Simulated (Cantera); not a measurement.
An adiabatic, constant-pressure homogeneous reactor starts with CH3OH : O2 : N2 = 1 : 2.17 : 8.17 (molar parts), at 1623 K and 3750 Torr. Integrator tolerance rtol = 1e-08.

Detailed kinetics in Cantera: GRI-Mech 3.0 (53 species, 325 reactions). GRI-Mech 3.0 was tuned for natural gas; its chemistry of methanol as a main component is partial and can be far from experiment.

**Question.** What does this change do: N2 8.17 to 14 parts?

**Answer.** 
```json
[
 {"quantity": "time of steepest temperature rise", "before": "22.7 µs", "after": "28.7 µs"},
 {"quantity": "temperature at 7.00 s", "before": "2733 K", "after": "2497 K"},
 {"quantity": "equilibrium temperature", "before": "2733 K", "after": "2497 K"},
 {"quantity": "x(CH3OH) at 7.00 s", "before": "<1e-12 (gas-phase equilibrium <1e-12)", "after": "<1e-12 (gas-phase equilibrium <1e-12)"},
 {"quantity": "x(O2) at 7.00 s", "before": "0.0522 (gas-phase equilibrium 0.0522)", "after": "0.0341 (gas-phase equilibrium 0.0341)"},
 {"quantity": "x(HCN) at 7.00 s", "before": "3.00e-10 (gas-phase equilibrium 3.00e-10)", "after": "2.37e-11 (gas-phase equilibrium 2.37e-11)"},
 {"quantity": "x(H2O) at 7.00 s", "before": "0.152 (gas-phase equilibrium 0.152)", "after": "0.108 (gas-phase equilibrium 0.108)"},
 {"quantity": "x(CH2) at 7.00 s", "before": "<1e-12 (gas-phase equilibrium <1e-12)", "after": "<1e-12 (gas-phase equilibrium <1e-12)"}
]
```

**Question.** What does this change do: pressure from 3750 Torr to 570 Torr?

**Answer.** 
| quantity | before | after |
|---|---|---|
| time of steepest temperature rise | 22.7 µs | 0.125 ms |
| temperature at 7.00 s | 2733 K | 2629 K |
| equilibrium temperature | 2733 K | 2629 K |
| x(CH3OH) at 7.00 s | <1e-12 (gas-phase equilibrium <1e-12) | <1e-12 (gas-phase equilibrium <1e-12) |
| x(O2) at 7.00 s | 0.0522 (gas-phase equilibrium 0.0522) | 0.0553 (gas-phase equilibrium 0.0553) |
| x(HCN) at 7.00 s | 3.00e-10 (gas-phase equilibrium 3.00e-10) | 1.25e-10 (gas-phase equilibrium 1.25e-10) |
| x(H2O) at 7.00 s | 0.152 (gas-phase equilibrium 0.152) | 0.145 (gas-phase equilibrium 0.145) |
| x(CH2) at 7.00 s | <1e-12 (gas-phase equilibrium <1e-12) | <1e-12 (gas-phase equilibrium <1e-12) |

**Question.** What does this change do: initial temperature 1623 to 1800 K?

**Answer.** 
| quantity | before | after |
|---|---|---|
| time of steepest temperature rise | 22.7 µs | 7.02 µs |
| temperature at 7.00 s | 2733 K | 2819 K |
| equilibrium temperature | 2733 K | 2819 K |
| x(CH3OH) at 7.00 s | <1e-12 (gas-phase equilibrium <1e-12) | <1e-12 (gas-phase equilibrium <1e-12) |
| x(O2) at 7.00 s | 0.0522 (gas-phase equilibrium 0.0522) | 0.0527 (gas-phase equilibrium 0.0527) |
| x(HCN) at 7.00 s | 3.00e-10 (gas-phase equilibrium 3.00e-10) | 6.35e-10 (gas-phase equilibrium 6.35e-10) |
| x(H2O) at 7.00 s | 0.152 (gas-phase equilibrium 0.152) | 0.147 (gas-phase equilibrium 0.147) |
| x(CH2) at 7.00 s | <1e-12 (gas-phase equilibrium <1e-12) | <1e-12 (gas-phase equilibrium <1e-12) |
